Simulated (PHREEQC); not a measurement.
PHREEQC input (ion-association model, wateq4f.dat):

```
SOLUTION_MASTER_SPECIES
  An  An-  0  An  62.0  # stands for a non-complexing anion
SOLUTION_SPECIES
  An- = An-
    -log_k 0
    -gamma 3.0 0
PHASES
  Fix_H+
    H+ = H+
    -log_k 0
SOLUTION 1
  temp 25
  units mmol/kgw
  pH 7 charge
  Na 10
  An 10
END
SELECTED_OUTPUT 1
  -reset false
  -pH true
  -pe true
  -ionic_strength true
  -water true
  -totals Na
  -molalities Hfo_wOH Hfo_wOH2+ Hfo_wO- Hfo_sOH Hfo_sOH2+ Hfo_sO-
USER_PUNCH 1
  -headings sigma psi
  10 PUNCH EDL("sigma", "Hfo"), EDL("psi", "Hfo")
PRINT
  -reset false
USE solution 1
SURFACE 1
  Hfo_wOH 0.000170787 600 0.076
  Hfo_sOH 4.26966e-06
EQUILIBRIUM_PHASES 1
  Fix_H+ -4 HAn 10
    -force_equality true
  O2(g) -0.68 10
END
# ... the last block is repeated for the other 16 points of pH, with NaOH or the acid as the point needs
```

Selected output (columns that matter, 17 of 17 rows; pH added in front):

```
pH	mu	Na	m_Hfo_wOH	m_Hfo_wOH2+	m_Hfo_wO-	m_Hfo_sOH	m_Hfo_sOH2+	m_Hfo_sO-	sigma	psi
4	0.010161	0.01	6.9023e-05	0.00010068	1.084e-06	1.7256e-06	2.517e-06	2.7101e-08	0.21602	0.18492
4.5	0.010072	0.01	9.1889e-05	7.6365e-05	2.5329e-06	2.2972e-06	1.9091e-06	6.3323e-08	0.16014	0.1698
5	0.010038	0.01	0.00010903	5.6978e-05	4.7795e-06	2.7257e-06	1.4244e-06	1.1949e-07	0.11322	0.15214
5.5	0.010022	0.01	0.0001201	4.3005e-05	7.6836e-06	3.0025e-06	1.0751e-06	1.9209e-07	0.076611	0.13227
6	0.010013	0.01	0.00012627	3.3672e-05	1.0847e-05	3.1567e-06	8.4179e-07	2.7118e-07	0.049505	0.11027
6.5	0.010008	0.01	0.00012924	2.7768e-05	1.378e-05	3.231e-06	6.942e-07	3.4449e-07	0.030341	0.08624
7	0.010004	0.01	0.00013049	2.4123e-05	1.6171e-05	3.2623e-06	6.0308e-07	4.0427e-07	0.017248	0.060526
7.5	0.010002	0.01	0.00013096	2.1812e-05	1.8013e-05	3.274e-06	5.4529e-07	4.5033e-07	0.0082388	0.033627
8	0.010001	0.01	0.0001311	2.0166e-05	1.9524e-05	3.2774e-06	5.0416e-07	4.8809e-07	0.0013941	0.0060911
8.5	0.010005	0.010006	0.00013105	1.8701e-05	2.1038e-05	3.2762e-06	4.6752e-07	5.2595e-07	-0.0050692	-0.021558
9	0.010014	0.010017	0.00013076	1.7039e-05	2.2988e-05	3.269e-06	4.2597e-07	5.7471e-07	-0.012904	-0.048802
9.5	0.010041	0.010047	0.00012993	1.4899e-05	2.5957e-05	3.2482e-06	3.7248e-07	6.4893e-07	-0.023985	-0.075096
10	0.010121	0.01013	0.00012784	1.2164e-05	3.078e-05	3.1961e-06	3.041e-07	7.6951e-07	-0.040379	-0.099879
10.5	0.010367	0.010383	0.00012313	8.9803e-06	3.8676e-05	3.0783e-06	2.2451e-07	9.669e-07	-0.06441	-0.12263
11	0.011141	0.011165	0.00011355	5.7352e-06	5.1502e-05	2.8387e-06	1.4338e-07	1.2875e-06	-0.099267	-0.14277
11.5	0.013606	0.013642	9.5415e-05	2.877e-06	7.2494e-05	2.3854e-06	7.1924e-08	1.8124e-06	-0.151	-0.15909
12	0.021651	0.021705	6.3639e-05	8.73e-07	0.00010627	1.591e-06	2.1825e-08	2.6569e-06	-0.22862	-0.16843
```
